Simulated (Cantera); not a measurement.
Input (Python, Cantera) and output of one run.

```python
import numpy as np
import cantera as ct

gas_names = """
    CL CLO CL2 H HCL HOCL HO2 H2 H2O H2O2 Li LiCL LiH LiO LiOH Li2 Li2CL2 Li2O Li2O2 Li2O2H2 Li3CL3 O OH
    O2 O3
""".split()
cond_names = """
    H2O(s) H2O(L) Li(cr) Li(L) LiCL(s) LiCL(L) LiH(s) LiH(L) LiOH(s) LiOH(L) Li2O(s) Li2O(L)
""".split()


# ... load() reads the species with a 1 bar reference pressure and builds the phases ...
atoms = {
    'LiCl': {'Li': 1, 'CL': 1},
    'H2O': {'H': 2, 'O': 1},
    'H2': {'H': 2},
}
top_T = {}  # K; cautious upper limits of use, not melting points


# ... equilibrate(T, P, feed) seeds the gas with the atoms and calls Mixture.equilibrate('TP', solver="vcs", rtol=1e-11, max_steps=5000) ...
results = []
feed = {'LiCl': 1, 'H2O': 0.4, 'H2': 0.97}  # mol
P = 13332.2  # Pa
for T in [873, 948, 1023, 1098, 1173, 1248, 1323, 1398, 1473, 1548]:
    mix = equilibrate(T, P, feed)
    results.append((T, P, feed, dict(zip(mix.species_names, mix.species_moles))))
    x = sorted(zip(gas.X, gas.species_names), reverse=True)
    print(f"T = {T:g} K  P = {P:g} Pa  gas = {mix.phase_moles(0):.4g} mol")
    print("   x: " + "  ".join(f"{s} {v:.3e}" for v, s in x if v > 1e-05))
    print("   condensed (mol): " + ("  ".join(f"{mix.phase(i).name} {mix.phase_moles(i):.4g}"
          for i in range(1, mix.n_phases) if mix.phase_moles(i) > 1e-12) or "none"))
```

It prints:

```
T = 873 K  P = 13332.2 Pa  gas = 1.37 mol
   x: H2 7.079e-01  H2O 2.919e-01  Li2CL2 1.351e-04  LiCL 6.472e-05  Li3CL3 1.103e-05
   condensed (mol): LiCL(s) 0.9995  Li2O(s) 7.229e-07
T = 948 K  P = 13332.2 Pa  gas = 1.372 mol
   x: H2 7.071e-01  H2O 2.916e-01  Li2CL2 8.107e-04  LiCL 4.784e-04  Li3CL3 5.118e-05  HCL 1.191e-05
   condensed (mol): LiCL(L) 0.9969
T = 1023 K  P = 13332.2 Pa  gas = 1.378 mol
   x: H2 7.037e-01  H2O 2.901e-01  Li2CL2 3.433e-03  LiCL 2.520e-03  Li3CL3 1.674e-04  HCL 4.354e-05  LiOH 3.837e-05
   condensed (mol): LiCL(L) 0.9863
T = 1098 K  P = 13332.2 Pa  gas = 1.402 mol
   x: H2 6.920e-01  H2O 2.852e-01  Li2CL2 1.161e-02  LiCL 1.041e-02  Li3CL3 4.485e-04  HCL 1.359e-04  LiOH 1.280e-04
   condensed (mol): LiCL(L) 0.9508
T = 1173 K  P = 13332.2 Pa  gas = 1.473 mol
   x: H2 6.587e-01  H2O 2.713e-01  LiCL 3.541e-02  Li2CL2 3.285e-02  Li3CL3 1.027e-03  HCL 3.636e-04  LiOH 3.530e-04
   condensed (mol): LiCL(L) 0.846
T = 1248 K  P = 13332.2 Pa  gas = 1.683 mol
   x: H2 5.763e-01  H2O 2.368e-01  LiCL 1.028e-01  Li2CL2 8.042e-02  Li3CL3 2.073e-03  HCL 8.274e-04  LiOH 8.144e-04
   condensed (mol): LiCL(L) 0.5444
T = 1323 K  P = 13332.2 Pa  gas = 2.1 mol
   x: H2 4.618e-01  LiCL 2.202e-01  H2O 1.889e-01  Li2CL2 1.238e-01  Li3CL3 2.251e-03  HCL 1.492e-03  LiOH 1.478e-03
   condensed (mol): none
T = 1398 K  P = 13332.2 Pa  gas = 2.189 mol
   x: H2 4.431e-01  LiCL 2.901e-01  H2O 1.805e-01  Li2CL2 8.117e-02  HCL 2.236e-03  LiOH 2.218e-03  Li3CL3 7.235e-04  Li 1.106e-05
   condensed (mol): none
T = 1473 K  P = 13332.2 Pa  gas = 2.262 mol
   x: H2 4.289e-01  LiCL 3.433e-01  H2O 1.738e-01  Li2CL2 4.756e-02  HCL 3.106e-03  LiOH 3.072e-03  Li3CL3 2.073e-04  Li 2.930e-05  H 2.269e-05
   condensed (mol): none
T = 1548 K  P = 13332.2 Pa  gas = 2.31 mol
   x: H2 4.199e-01  LiCL 3.765e-01  H2O 1.692e-01  Li2CL2 2.609e-02  HCL 4.084e-03  LiOH 4.011e-03  Li 6.840e-05  Li3CL3 5.628e-05  H 5.465e-05
   condensed (mol): none
```

Cantera equilibrium calculation (NASA polynomials, part measured and part estimated; ideal gas, pure solids and liquids).
